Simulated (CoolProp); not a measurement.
Ammonia at 502.94 K and 0.187 MPa is throttled through a valve to 0.112 MPa with no heat exchange. Each further row changes one setting.

Computed with CoolProp (reference Helmholtz-energy equation of state, Gao 2020).

```
case                        temperature change (K)  final density (kg/m³)
--------------------------  ----------------------  ---------------------
as stated                                        …                      …
outlet pressure 0.0336 MPa                       …                      …
outlet pressure 0.146 MPa                        …                  0.596
```

**Question.** Fill in the missing entries.

**Answer.** 
- as stated, temperature change (K): -0.4
- as stated, final density (kg/m³): 0.457
- outlet pressure 0.0336 MPa, temperature change (K): -0.9
- outlet pressure 0.0336 MPa, final density (kg/m³): 0.137
- outlet pressure 0.146 MPa, temperature change (K): -0.2
